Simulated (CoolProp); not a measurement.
Properties of cyclohexane along the isobar 1.79 MPa.

Model: reference Helmholtz-energy equation of state, Zhou 2014, in CoolProp.

```
T (°C)   phase  density (kg/m³)  speed of sound (m/s)  viscosity (µPa s)  fugacity coefficient
------  ------  ---------------  --------------------  -----------------  --------------------
148.45  liquid            648.8                 724.1                212                0.2802
170.45  liquid            621.6                 633.5                175                0.4073
192.55  liquid            590.9                 538.8                146                0.5639
214.55  liquid            554.3                 435.4                119                0.7457
236.65     gas            46.88                 174.9               12.6                0.8078
258.65     gas            42.60                 188.8               12.9                0.8332
280.75     gas            39.37                 200.1               13.3                0.8541
302.75     gas            36.81                 209.7               13.7                0.8714
324.85     gas            34.67                 218.3               14.1                0.8861
346.85     gas            32.85                 226.0               14.4                0.8986
```

Viscosity comes from a separate model (Tariq 2014).
